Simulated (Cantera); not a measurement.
Charge: 1 mol FeS, 3.6 mol SO2, 1.7 mol N2, held at 1300 °C and 1 atm.

Cantera equilibrium calculation (NASA polynomials, part measured and part estimated; ideal gas, pure solids and liquids). Candidate condensed phases: Fe, FeO, FeS, FeSO4, FeS2, Fe2O3, Fe2(SO4)3, Fe3O4, S; 19 gas species. Metal and sulfide melt together well below either melting point, which pure phases cannot show. Mutual solubility and eutectic melting of coexisting phases are not modelled. The tables' stoichiometric FeO is somewhat more stable than real wüstite, so its field is too wide. FeO, FeS: taken at fixed stoichiometry. Rates play no part.

Base state: SO2 0.575, N2 0.309, S2 0.103, S2O 0.00681, SO 0.00578, S 2.92e-5 (mole fractions); condensed: FeO(s) + FeS(l).

### Question
What changes in the equilibrium state with this change: temperature from 1300 °C to 1527 °C?

### Answer
```json
[
 {"species": "SO2", "before": "0.575", "after": "0.544"},
 {"species": "N2", "before": "0.309", "after": "0.305"},
 {"species": "S2", "before": "0.103", "after": "0.124"},
 {"species": "SO", "before": "0.00578", "after": "0.0189"},
 {"species": "S", "before": "2.92e-5", "after": "0.000260"},
 {"species": "S2O", "before": "0.00681", "after": "0.00734"},
 {"species": "FeO(s), mol", "before": "0.803", "after": "0"},
 {"species": "FeS(l), mol", "before": "0.197", "after": "0"},
 {"species": "FeO(l), mol", "before": "0", "after": "1.000"}
]
```
FeO: taken at fixed stoichiometry.
